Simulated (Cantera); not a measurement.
Input (Python, Cantera):

```python
import numpy as np
import cantera as ct

gas = ct.Solution("h2o2.yaml")
gas.TPX = 1075, 2666, {'H2': 0.14, 'O2': 1, 'N2': 0.16}
inlet = ct.Reservoir(gas, clone=True)

reactor = ct.IdealGasConstPressureReactor(gas, energy="off", clone=False)
exhaust = ct.Reservoir(gas, clone=True)
tau = [1.7, 0.68, 0.27, 0.11, 0.044, 0.018, 0.0071, 0.0029, 0.0011][0]
for a, b in ((inlet, reactor), (reactor, exhaust)):
    ct.MassFlowController(a, b, mdot=lambda t: reactor.mass / tau)
net = ct.ReactorNet([reactor])
show = ['H2', 'O2', 'H2O2', 'H', 'HO2', 'OH', 'O']

rows = []
print(f"{'tau/s':>10s}{'T/K':>9s}" + "".join(f"{s:>11s}" for s in show))
for tau in [1.7, 0.68, 0.27, 0.11, 0.044, 0.018, 0.0071, 0.0029, 0.0011]:
    net.initial_time = 0.0
    net.advance(30 * tau)
    before = gas.X
    net.advance(40 * tau)
    drift = np.max(np.abs(gas.X - before) / (gas.X + 1e-9))
    rows.append([gas.T, *gas[show].X, drift])
    print(f"{tau:10.3e}{gas.T:9.1f}" + "".join(f"{x:11.3e}" for x in gas[show].X))
```

Output:

```
     tau/s      T/K         H2         O2       H2O2          H        HO2         OH          O
 1.700e+00   1075.0  2.920e-04  7.554e-01  2.927e-07  5.053e-05  4.397e-06  4.624e-04  5.674e-04
 6.800e-01   1075.0  5.082e-04  7.549e-01  3.527e-07  1.257e-04  6.131e-06  6.376e-04  1.025e-03
 2.700e-01   1075.0  8.777e-04  7.541e-01  4.153e-07  3.131e-04  8.170e-06  8.885e-04  1.833e-03
 1.100e-01   1075.0  1.479e-03  7.527e-01  4.763e-07  7.530e-04  1.030e-05  1.236e-03  3.167e-03
 4.400e-02   1075.0  2.501e-03  7.503e-01  5.358e-07  1.808e-03  1.241e-05  1.737e-03  5.396e-03
 1.800e-02   1075.0  4.167e-03  7.466e-01  5.864e-07  4.096e-03  1.414e-05  2.410e-03  8.751e-03
 7.100e-03   1075.0  7.099e-03  7.408e-01  6.261e-07  8.871e-03  1.526e-05  3.318e-03  1.358e-02
 2.900e-03   1075.0  1.195e-02  7.342e-01  6.569e-07  1.619e-02  1.549e-05  4.323e-03  1.856e-02
 1.100e-03   1075.0  2.156e-02  7.300e-01  7.023e-07  2.401e-02  1.480e-05  5.321e-03  2.133e-02
```

Computed with Cantera and the H2/O2 subset of GRI-Mech 3.0, which has no nitrogen chemistry. Radical loss at walls, strong at low pressure, is not modelled. The temperature is held fixed by assumption; the heat of reaction is taken as removed at once.
